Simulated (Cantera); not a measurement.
An adiabatic, constant-volume homogeneous reactor starts with 3.45 % CH4, 0.622 % CO, 20.1 % O2, 75.3 % N2, 0.587 % C2H6, at 1725 K and 1.00 atm.

Detailed kinetics in Cantera: GRI-Mech 3.0 (53 species, 325 reactions).

One state of this run: T (K) = 2653; P (bar) = 1.58; x CH4 = <1e-12; x CO = 0.00880; x O2 = 0.0955; x NO = 0.0193; x O = 0.00730. x: mole fraction; the columns are a selection and need not sum to one.

Question: Which value of t (s) does it belong to?
(A) 0.0133
(B) 1.51e-5
(C) 3.88e-6
(D) 5.85e-5

Answer: A, 0.0133
